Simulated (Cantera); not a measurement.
An isothermal, constant-pressure homogeneous reactor starts with 0.726 % CO, 1.18 % O2, 0.0402 % H2O, 98.1 % N2, at 1523 K and 825 Torr.

Computed with Cantera and GRI-Mech 3.0 (53 species, 325 reactions).

One state of this run: x CO = 3.45e-5; x O2 = 0.00817; x H2O = 0.000395; x H2O2 = 2.78e-10; x CO2 = 0.00725; x H2 = 3.84e-7; x O = 1.62e-5. x: mole fraction; the columns are a selection and need not sum to one.

**Question.** Which value of t (s) does it belong to?
A) 0.0185
B) 0.00437
C) 0.0786
D) 2.91

**Answer.** C, 0.0786
